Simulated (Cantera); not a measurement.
Charge: 1 mol SiH4, 19 mol CO2, 120 mol N2, 0.083 mol O3, equilibrated at 400 °C.

These are equilibrium values from Cantera (NASA tables, ideal gas, pure condensed phases), not measurements of a reactor. Candidate condensed phases: C, C6H6, C7H8, C8H18, H2O, Si, SiC, SiO2, Si2N2O, Si3N4; 151 gas species. Kinetics and transport are ignored.

log p: log10 of the partial pressure in bar; n: condensed amount in mol.

| P (Pa) | log p N2 | log p CO2 | log p CO | log p H2O | log p H2 | log p CH4 | n SiO2(α-quartz) | n C(graphite) |
|---|---|---|---|---|---|---|---|---|
| 5 | -4.37 | -5.23 | -6.06 | -6.60 | -6.34 | -14.26 | 1.00 | 0 |
| 17 | -3.84 | -4.70 | -5.53 | -6.07 | -5.81 | -12.67 | 1.00 | 0 |
| 59 | -3.30 | -4.16 | -4.99 | -5.53 | -5.27 | -11.05 | 1.00 | 0 |
| 210 | (withheld) | (withheld) | (withheld) | (withheld) | (withheld) | (withheld) | 1.00 | 0 |
| 710 | -2.22 | -3.08 | -3.91 | -4.45 | -4.19 | -7.81 | 1.00 | 0 |
| 2400 | (withheld) | (withheld) | (withheld) | (withheld) | (withheld) | (withheld) | 1.00 | 0 |
| 8400 | -1.14 | -1.99 | -3.06 | -3.24 | -3.22 | -5.25 | 1.00 | 0.616 |
| 29000 | -0.60 | -1.45 | -2.79 | -2.58 | -2.83 | -4.48 | 1.00 | 1.09 |
| 100000 | -0.07 | -0.91 | -2.52 | -1.97 | -2.49 | -3.79 | 1.00 | 1.39 |

### Question
Some entries are withheld; supply them.

### Answer

- 2400, log p N2: -1.69
- 2400, log p CO2: -2.55
- 2400, log p CO: -3.38
- 2400, log p H2O: -3.92
- 2400, log p H2: -3.66
- 2400, log p CH4: -6.23
- 210, log p N2: -2.75
- 210, log p CO2: -3.61
- 210, log p CO: -4.44
- 210, log p H2O: -4.98
- 210, log p H2: -4.72
- 210, log p CH4: -9.39
